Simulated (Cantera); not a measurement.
A closed system holds: 1 mol SiH₂Cl₂, 0.035 mol HCl, 110 mol H₂.

Equilibrium computed with Cantera from the NASA thermochemical tables; the gas is ideal and each condensed phase is pure. Candidate condensed phases: Si; 19 gas species. The tables' values for SiCl₃ are old estimates. Rates play no part.

Stable condensed phases, one row left out:

```
T in K \ P in Pa
            100    200    400    790   1600   3200   6300  13000  25000  50000 100000
   2075       A      A      A      A      B      B      B      B      B      B      B
   2000       A      A      A      B      B      B      B      B      B      B      B
   1925       A      A      B      B      B      B      B      B      B      B      B
   1775       B      B      B      B      B      B      B      B      B      B      B
   1700       B      B      B      B      B      B      B      B      B      B      B
   1625       B      B      B      B      B      B      B      B      B      B      B
   1550       B      B      B      B      B      B      B      B      B      B      B
   1475       B      B      B      B      B      B      B      B      B      B      B
   1400       B      B      B      B      B      B      B      B      B      B      B
   1325       B      B      B      B      B      B      B      B      B      B      B
   1250       B      B      B      B      B      B      B      B      B      B      B
   1175       B      B      B      B      B      B      B      B      B      B      B
   1100       B      B      B      B      B      B      B      B      B      B      B
```

A: gas only; B: Si.

### Question
Give the row for 1850 K.

### Answer
100: Si; 200: Si; 400: Si; 790: Si; 1600: Si; 3200: Si; 6300: Si; 13000: Si; 25000: Si; 50000: Si; 100000: Si.
